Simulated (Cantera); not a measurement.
Input: 1 mol Fe2O3, 0.12 mol H2O, 0.81 mol O2, equilibrated at 973 K and 10.0 mbar.

Method: chemical equilibrium by Gibbs-energy minimisation in Cantera with the NASA 1993 tables (ideal gas, pure condensed phases). Candidate condensed phases: Fe, FeO, Fe(OH)2, Fe(OH)3, Fe2O3, Fe3O4, H2O; 12 gas species. Kinetics and transport are ignored.

Base state: O2 0.871, H2O 0.129 (mole fractions); condensed: Fe2O3(s).

### Question
What changes in the equilibrium state with this change: Fe2O3 replaced by PbO?

### Answer
```
species           before    after
----------------  ------  -------
O2                 0.871    0.871
H2O                0.129    0.129
PbO                    0  1.21e-5
Fe2O3(s), mol       1.00        0
PbO(yellow), mol       0    1.000
```
Further candidate phases: Pb, PbO, PbO2, Pb3O4.
